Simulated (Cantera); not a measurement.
## Pb + N2 (iron carbonyl, mercury and lead vapours)

Input: 1 mol Pb, a varied amount of N2, at 750 Torr.

Cantera equilibrium calculation (NASA polynomials, part measured and part estimated; ideal gas, pure solids and liquids). Candidate condensed phases: Pb; 4 gas species. Rates play no part.

Map the stable condensed phases over T = 225, 325, 425, 525, 625, 725, 825, 925, 1025, 1125, 1225, 1325 °C and n(N2) in mol = 2.9, 5.1, 8.9, 16, 27, 48, 84.


```
T in °C \ n(N2) in mol
         2.9 5.1 8.9  16  27  48  84
   1325    A   A   A   B   B   B   B
   1225    A   A   A   A   A   B   B
   1125    A   A   A   A   A   A   A
   1025    A   A   A   A   A   A   A
    925    A   A   A   A   A   A   A
    825    A   A   A   A   A   A   A
    725    A   A   A   A   A   A   A
    625    A   A   A   A   A   A   A
    525    A   A   A   A   A   A   A
    425    A   A   A   A   A   A   A
    325    A   A   A   A   A   A   A
    225    A   A   A   A   A   A   A
```
A: Pb; B: gas only.
